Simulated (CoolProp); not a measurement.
1-butene along the isotherm 477.7 K: Z from the reference equation and from simpler models built on Tc = 419.3 K, pc = 4006 kPa, ω = 0.192; each cubic takes its own stable root.

Model: reference Helmholtz-energy equation of state, Lemmon 2005, in CoolProp. It is a short technical equation, of lower accuracy than the large ones.

| p (kPa) | phase | reference |
|---|---|---|
| 63.3 | gas | 0.9964 |
| 130 | gas | 0.9926 |
| 267 | gas | 0.9848 |
| 548 | gas | 0.9685 |
| 1130 | gas | 0.9338 |
| 2310 | gas | 0.8592 |
| 4750 | supercritical | 0.6850 |
| 9750 | supercritical | 0.4632 |
| 20000 | supercritical | 0.6800 |

Task: How far does each simpler model (van der Waals, Redlich-Kwong, Soave-Redlich-Kwong, Peng-Robinson) lie from the reference over these 9 states: mean and median of the absolute difference, and the worst?

Result: 
- van der Waals: mean 4.9 %, median 0.3 %, worst +26.7 % at 477.7 K and 20000 kPa
- Redlich-Kwong: mean 1.6 %, median 0.2 %, worst +6.5 % at 477.7 K and 9750 kPa
- Soave-Redlich-Kwong: mean 3.0 %, median 0.3 %, worst +14.4 % at 477.7 K and 9750 kPa
- Peng-Robinson: mean 1.3 %, median 0.7 %, worst +6.1 % at 477.7 K and 9750 kPa
